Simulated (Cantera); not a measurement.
A closed system holds: 1 mol CF4, 1.1 mol HCl, held at 0.00133 bar.

Equilibrium computed with Cantera from the NASA thermochemical tables; the gas is ideal and each condensed phase is pure. Candidate condensed phases: C, C6H6, C7H8, C8H18; 118 gas species. Gases not in the tables: C2F6 and larger saturated fluorocarbons. Rates play no part. All values below are at 2050 °C.

Base state: F 0.416, HF 0.238, Cl 0.238, CF2 0.0991, CF 0.00754, CF4 0.00108, CF3 0.000588, HCl 0.000241 (mole fractions); condensed: C(graphite).

Question: What changes in the equilibrium state with this change: CF4 replaced by CCl4?

Answer: 
| species | before | after |
|---|---|---|
| Cl | 0.238 | 0.791 |
| HCl | 0.000241 | 0.191 |
| H | 6.47e-5 | 0.0154 |
| F | 0.416 | 0 |
| HF | 0.238 | 0 |
| CF2 | 0.0991 | 0 |
| CF | 0.00754 | 0 |
| CF4 | 0.00108 | 0 |
| C(graphite), mol | 0.499 | 0.999 |
